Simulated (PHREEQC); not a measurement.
Alkaline etch or developer: speciation

Dissolve 0.26 mol/kgw TMAH at 25 °C. Closed to the air; pH follows from the charge balance.

The numbers come from PHREEQC with the ion-association model, phreeqc.dat.

| Item | Value |
|---|---|
| pH | 13.25 |
| ionic strength | 0.260 mol/kgw |
| activity of water | 0.991 |
| total alkalinity | 260 meq/kg |

```json
[
 {"species": "OH-", "molality": "0.260", "activity": "0.178", "log γ": "-0.164"},
 {"species": "(CH3)4N+", "molality": "0.260", "activity": "0.182", "log γ": "-0.156"}
]
```

No solid was allowed to form. Species that the database lacks are ignored. (CH3)4N+ isn't in the database: it is added as a free cation with an ion size of 4 Å.
